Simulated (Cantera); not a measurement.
What does this Cantera script print?

```python
import numpy as np
import cantera as ct

gas_names = """
    CL CL2 H HCL H2 K KCL KH K2 K2CL2
""".split()
cond_names = """
    K(cr) K(L) KCL(s) KCL(L)
""".split()


# ... load() reads the species with a 1 bar reference pressure and builds the phases ...
atoms = {
    'KCl': {'K': 1, 'CL': 1},
    'H2': {'H': 2},
}
top_T = {}  # K; cautious upper limits of use, not melting points


# ... equilibrate(T, P, feed) seeds the gas with the atoms and calls Mixture.equilibrate('TP', solver="vcs", rtol=1e-11, max_steps=5000) ...
results = []
feed = {'KCl': 1, 'H2': 20}  # mol
P = 2500  # Pa
for T in [850, 875, 900, 925, 950, 975, 1000, 1025, 1050, 1075, 1100, 1125]:
    mix = equilibrate(T, P, feed)
    results.append((T, P, feed, dict(zip(mix.species_names, mix.species_moles))))

top = {s: max(r[3][s] / sum(r[3][g] for g in gas_names) for r in results) for s in gas_names}
cols = sorted((s for s in top if top[s] > 1e-05), key=lambda s: -top[s])[:9]
seen = [c for c in cond_names if any(r[3].get(c, 0) > 1e-12 for r in results)]
print("log10 of partial pressures in bar; condensed amounts in mol")
print(f"{'T/K':>10s}" + "".join(f"{s[:9]:>10s}" for s in cols + seen))
for T, P, feed, n in results:
    ng = sum(n[g] for g in gas_names)
    print(f"{T:10.4g}" + "".join(f"{np.log10(max(n[s] / ng * P / 1e5, 1e-99)):10.3f}" for s in cols)
          + "".join(f"{n.get(c, 0):10.4g}" for c in seen))
```

It prints:

```
log10 of partial pressures in bar; condensed amounts in mol
       T/K        H2       KCL     K2CL2       HCL         K    KCL(s)    KCL(L)
       850    -1.602    -5.816    -6.448    -8.702    -8.702    0.9982         0
       875    -1.602    -5.445    -6.028    -8.332    -8.332    0.9956         0
       900    -1.602    -5.095    -5.634    -7.982    -7.982    0.9898         0
       925    -1.602    -4.765    -5.263    -7.653    -7.653    0.9775         0
       950    -1.603    -4.454    -4.913    -7.341    -7.341    0.9522         0
       975    -1.604    -4.159    -4.582    -7.045    -7.045    0.9022         0
      1000    -1.605    -3.880    -4.270    -6.765    -6.765    0.8071         0
      1025    -1.608    -3.616    -3.974    -6.500    -6.500    0.6312         0
      1050    -1.613    -3.373    -3.709    -6.252    -6.252         0    0.3316
      1075    -1.618    -3.190    -3.555    -6.040    -6.040         0         0
      1100    -1.619    -3.131    -3.638    -5.895    -5.895         0         0
      1125    -1.620    -3.082    -3.733    -5.760    -5.760         0         0
```

Method: chemical equilibrium by Gibbs-energy minimisation in Cantera with the NASA 1993 tables (ideal gas, pure condensed phases).
